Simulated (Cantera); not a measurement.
An adiabatic, constant-volume homogeneous reactor starts with H2 : O2 : N2 : H2O = 1 : 0.278 : 1.04 : 0.22 (molar parts), equivalence ratio 1.8, at 1200 K and 3750 Torr. Integrator tolerance rtol = 1e-08.

Detailed kinetics in Cantera: the H2/O2 subset of GRI-Mech 3.0, which has no nitrogen chemistry. The hydrogen kinetics of GRI-Mech 3.0 are dated; newer H2 mechanisms differ, most at raised pressure.

Problem. What does this change do: initial temperature 1200 to 1100 K?

Solution. 
| quantity | before | after |
|---|---|---|
| time of steepest temperature rise | 90.8 µs | 1.13 ms |
| temperature at 0.200 s | 2876 K | 2827 K |
| equilibrium temperature | 2876 K | 2827 K |
| x(H2) at 0.200 s | 0.192 (gas-phase equilibrium 0.192) | 0.192 (gas-phase equilibrium 0.192) |
| x(O2) at 0.200 s | 0.000236 (gas-phase equilibrium 0.000236) | 0.000155 (gas-phase equilibrium 0.000155) |
| x(H2O) at 0.200 s | 0.331 (gas-phase equilibrium 0.331) | 0.334 (gas-phase equilibrium 0.334) |
| x(H2O2) at 0.200 s | 2.39e-7 (gas-phase equilibrium 2.39e-7) | 1.86e-7 (gas-phase equilibrium 1.86e-7) |
| x(OH) at 0.200 s | 0.00740 (gas-phase equilibrium 0.00740) | 0.00584 (gas-phase equilibrium 0.00584) |
| x(HO2) at 0.200 s | 6.79e-7 (gas-phase equilibrium 6.79e-7) | 4.58e-7 (gas-phase equilibrium 4.58e-7) |

Problem. What does this change do: initial temperature 1200 to 1775 K?

Solution. 
| quantity | before | after |
|---|---|---|
| time of steepest temperature rise | 90.8 µs | 1.44 µs |
| temperature at 0.200 s | 2876 K | 3104 K |
| equilibrium temperature | 2876 K | 3104 K |
| x(H2) at 0.200 s | 0.192 (gas-phase equilibrium 0.192) | 0.189 (gas-phase equilibrium 0.189) |
| x(O2) at 0.200 s | 0.000236 (gas-phase equilibrium 0.000236) | 0.00134 (gas-phase equilibrium 0.00134) |
| x(H2O) at 0.200 s | 0.331 (gas-phase equilibrium 0.331) | 0.309 (gas-phase equilibrium 0.309) |
| x(H2O2) at 0.200 s | 2.39e-7 (gas-phase equilibrium 2.39e-7) | 6.45e-7 (gas-phase equilibrium 6.45e-7) |
| x(OH) at 0.200 s | 0.00740 (gas-phase equilibrium 0.00740) | 0.0195 (gas-phase equilibrium 0.0195) |
| x(HO2) at 0.200 s | 6.79e-7 (gas-phase equilibrium 6.79e-7) | 3.39e-6 (gas-phase equilibrium 3.39e-6) |
Above 3000 K some thermodynamic fits are extrapolated.
